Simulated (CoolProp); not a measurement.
R134a along the isobar 16.5 MPa: Z from the reference equation and from simpler models built on Tc = 374.2 K, pc = 4.059 MPa, ω = 0.327; each cubic takes its own stable root.

Computed with CoolProp (reference Helmholtz-energy equation of state, Tillner-Roth 1994).

```csv
T (K),phase,reference,Soave-Redlich-Kwong,Peng-Robinson
201.3,liquid,0.6567,0.7551,…
213,liquid,0.6327,0.7243,0.6451
224.8,liquid,0.6116,0.6974,0.6209
236.5,liquid,0.5933,0.6743,0.6000
248.3,liquid,0.5773,0.6542,0.5820
260.1,liquid,0.5634,0.6371,0.5666
271.8,liquid,0.5516,0.6228,…
283.6,liquid,0.5414,0.6109,0.5432
295.4,liquid,0.5330,0.6013,0.5348
307.1,liquid,0.5264,…,0.5287
318.9,liquid,0.5213,0.5893,0.5247
```

Problem. Complete the blanks.

Solution. 
- 201.3, Peng-Robinson: 0.6730
- 271.8, Peng-Robinson: 0.5538
- 307.1, Soave-Redlich-Kwong: 0.5942
